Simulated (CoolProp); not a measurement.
Values from CoolProp's reference Helmholtz-energy equation of state, Smukala 2000.

Problem. For ethylene, give the phase and the Joule-Thomson coefficient (K/MPa) at -54.55 °C and 23.8 kPa; -123.75 °C and 7860 kPa.

Solution. 
- -54.55 °C and 23.8 kPa: gas; Joule-Thomson coefficient 21.8
- -123.75 °C and 7860 kPa: liquid; Joule-Thomson coefficient -0.476
